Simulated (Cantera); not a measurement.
Charge: 1 mol CuO, 1.9 mol CH4, 0.31 mol CO, held at 2373 K and 0.00133 bar.

Method: chemical equilibrium by Gibbs-energy minimisation in Cantera with the NASA 1993 tables (ideal gas, pure condensed phases). Candidate condensed phases: C, C6H6, C7H8, C8H18, Cu, CuO, Cu(OH)2, Cu2O, H2O; 113 gas species. Kinetics and transport are ignored.

Base state: H2 0.419, H 0.247, CO 0.188, Cu 0.143, C2H2 (acetylene) 0.00257, C2H 8.22e-5, C3 4.63e-5, C 1.98e-5 (mole fractions); condensed: C(graphite).

Q: What changes in the equilibrium state with this change: temperature from 2373 K to 850 K?

A: 
```tsv
species	before	after
H2	0.419	0.744
CO	0.188	0.252
CO2	<1e-9	0.00182
H	0.247	<1e-9
Cu	0.143	<1e-9
C2H2 (acetylene)	0.00257	<1e-9
H2O	3.55e-9	0.00176
C(graphite), mol	0.862	0.916
Cu(s), mol	0	1.00
```
